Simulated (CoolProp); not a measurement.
Values from CoolProp's reference Helmholtz-energy equation of state, Schmidt 1985.

Problem. Give the vapour pressure (MPa), enthalpy of vaporisation (kJ/kg), vapour Z, vapour viscosity (µPa s) of saturated oxygen at 127.3 K.

Solution. 
```json
[
 {"T (K)": "127.3", "p (MPa)": "1.52", "enthalpy of vaporisation (kJ/kg)": "159", "vapour Z": "0.780", "vapour viscosity (µPa s)": "10.1"}
]
```

Viscosity comes from a separate model (Lemmon 2004).
